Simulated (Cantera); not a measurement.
A closed system holds: 1 mol trisilylamine, 0.48 mol NH3, at 100 Torr.

These are equilibrium values from Cantera (NASA tables, ideal gas, pure condensed phases), not measurements of a reactor. Candidate condensed phases: Si, Si3N4; 18 gas species. The feed counts by its element totals alone. Mutual solubility and eutectic melting of coexisting phases are not modelled. Gases not in the tables: Si2H6 and higher silanes. Kinetics and transport are ignored.

Task: Which condensed phases are stable at each of these points (T (°C)): 975, 1075, 1175, 1275, 1375, 1475, 1575, 1675, 1775, 1875?

Result: 
| T (°C) | condensed phases | Si condensed (%) |
|---|---|---|
| 975 | Si(s) + Si3N4(s) | 100.0 |
| 1075 | Si(s) + Si3N4(s) | 100.0 |
| 1175 | Si(s) + Si3N4(s) | 100.0 |
| 1275 | Si(s) + Si3N4(s) | 100.0 |
| 1375 | Si(s) + Si3N4(s) | 100.0 |
| 1475 | Si(l) + Si3N4(s) | 100.0 |
| 1575 | Si(l) | 100.0 |
| 1675 | Si(l) | 99.9 |
| 1775 | Si(l) | 99.8 |
| 1875 | Si(l) | 99.5 |

From 975 °C to 1375 °C the condensed part is Si(s) + Si3N4(s). At 1475 °C the condensed part is Si(l) + Si3N4(s). From 1575 °C to 1875 °C the condensed part is Si(l).
